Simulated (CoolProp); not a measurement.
Model: reference Helmholtz-energy equation of state, Thol 2018, in CoolProp.

Problem. For hydrogen chloride, give the phase and the cp (kJ/(kg K)) at 238.75 °C and 0.554 MPa; 238.75 °C and 1.94 MPa; 238.75 °C and 4.16 MPa.

Solution. 
- 238.75 °C and 0.554 MPa: gas; cp 0.812
- 238.75 °C and 1.94 MPa: gas; cp 0.833
- 238.75 °C and 4.16 MPa: gas; cp 0.869
